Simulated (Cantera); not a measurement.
A perfectly stirred reactor is fed with CH4 : H2 = 0.023 : 1 (molar parts), at 18000 Pa; it is held at 1250 K, and followed from long to short residence time.

Computed with Cantera and GRI-Mech 3.0 (53 species, 325 reactions). GRI-Mech 3.0 stops at C3 and has no aromatics, soot or wall deposition, so with more carbon than oxygen in the feed, carbon stays in small species such as C2H2 where larger ones or solid carbon would form.

Question: What does this change do: temperature 1250 to 2975 K?

Answer: 
```
quantity                  before     after
----------------------  --------  --------
x(CH4) at τ = 0.660 s     0.0225   3.36e-6
x(H2) at τ = 0.660 s       0.978     0.701
x(C2H4) at τ = 0.660 s   3.07e-7   1.96e-7
x(C2H2) at τ = 0.660 s   3.00e-8   0.00872
x(C2H6) at τ = 0.660 s   1.03e-7    <1e-12
x(CH4) at τ = 45.0 ms     0.0225   5.30e-6
x(H2) at τ = 45.0 ms       0.978     0.712
x(C2H4) at τ = 45.0 ms  3.51e-10   2.18e-7
x(C2H2) at τ = 45.0 ms  1.14e-12   0.00879
x(C2H6) at τ = 45.0 ms   3.01e-9  2.00e-12
```
